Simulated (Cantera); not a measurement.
**Adiabatic ignition**

An adiabatic, constant-pressure homogeneous reactor starts with C2H4 : O2 : N2 : H2O : CO2 = 1 : 1.2 : 4.51 : 1.8 : 0.23 (molar parts), equivalence ratio 2.5, at 1623 K and 12.8 atm.

Cantera simulation using GRI-Mech 3.0 (53 species, 325 reactions); the numbers are that mechanism's predictions, not measurements. GRI-Mech 3.0 was tuned for natural gas; its chemistry of ethylene as a main component is partial and can be far from experiment. The pressure lies above the range GRI-Mech 3.0 was tuned for (to about 10 atm).

| t (s) | T (K) | x C2H4 | x O2 | x H2O | x OH | x CH2CO |
|---|---|---|---|---|---|---|
| 5.00e-6 | 2504 | 0.000107 | 0.00131 | 0.241 | 0.00131 | 0.000184 |
| 1.01e-5 | 2515 | 4.39e-5 | 1.74e-5 | 0.224 | 0.000938 | 8.10e-5 |
| 2.06e-5 | 2505 | 1.91e-5 | 4.62e-6 | 0.209 | 0.000784 | 3.69e-5 |
| 4.17e-5 | 2495 | 4.14e-6 | 3.67e-6 | 0.199 | 0.000680 | 9.83e-6 |
| 8.47e-5 | 2489 | 2.01e-7 | 3.38e-6 | 0.195 | 0.000646 | 7.59e-7 |
| 0.000172 | 2488 | 6.13e-10 | 3.48e-6 | 0.195 | 0.000654 | 2.79e-9 |
| 0.000349 | 2488 | <1e-12 | 3.49e-6 | 0.195 | 0.000655 | 5.51e-12 |
| 0.000707 | 2488 | <1e-12 | 3.50e-6 | 0.195 | 0.000656 | 5.44e-12 |
| 0.00143 | 2488 | <1e-12 | 3.51e-6 | 0.195 | 0.000657 | 5.40e-12 |
| 0.00291 | 2488 | <1e-12 | 3.52e-6 | 0.195 | 0.000658 | 5.38e-12 |
| 0.00590 | 2488 | <1e-12 | 3.52e-6 | 0.195 | 0.000658 | 5.37e-12 |
| 0.0120 | 2488 | <1e-12 | 3.52e-6 | 0.195 | 0.000658 | 5.37e-12 |
| 0.0243 | 2488 | <1e-12 | 3.52e-6 | 0.195 | 0.000658 | 5.37e-12 |
| 0.0493 | 2488 | <1e-12 | 3.52e-6 | 0.195 | 0.000658 | 5.37e-12 |
| 0.100 | 2488 | <1e-12 | 3.52e-6 | 0.195 | 0.000658 | 5.37e-12 |
x: mole fraction; the columns are a selection and need not sum to one.

```yaml
time_of_steepest_temperature_rise: 1.67 µs
temperature at 0.100 s: 2488 K
equilibrium_temperature: 2488 K
x(C2H4) at 0.100 s: <1e-12 (gas-phase equilibrium <1e-12)
x(O2) at 0.100 s: 3.52e-6 (gas-phase equilibrium 3.52e-6)
x(H2O) at 0.100 s: 0.195 (gas-phase equilibrium 0.195)
```
